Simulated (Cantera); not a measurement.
A closed system holds: 1 mol SiH2Cl2, 5.7 mol N2, held at 0.200 bar.

These are equilibrium values from Cantera (NASA tables, ideal gas, pure condensed phases), not measurements of a reactor. Candidate condensed phases: NH4Cl, Si, Si3N4; 28 gas species. N2 is the only nitrogen source here; it is nearly inert below about 1500 K, so the nitride shown seldom forms there in practice. The tables' values for SiCl3 are old estimates; treat these amounts as uncertain. Kinetics and transport are ignored. All values below are at 1198 K.

Base state: N2 0.742, HCl 0.171, H2 0.0579, SiCl4 0.0286, SiCl3 0.000350, SiHCl3 0.000260, SiCl2 3.79e-5 (mole fractions); condensed: Si3N4(s).

Task: What changes in the equilibrium state with this change: SiH2Cl2 replaced by SiH4?

Result: 
| species | before | after |
|---|---|---|
| N2 | 0.742 | 0.716 |
| H2 | 0.0579 | 0.284 |
| HCl | 0.171 | 0 |
| SiCl4 | 0.0286 | 0 |
| SiCl3 | 0.000350 | 0 |
| SiHCl3 | 0.000260 | 0 |
| SiCl2 | 3.79e-5 | 0 |
| Si3N4(s), mol | 0.266 | 0.333 |
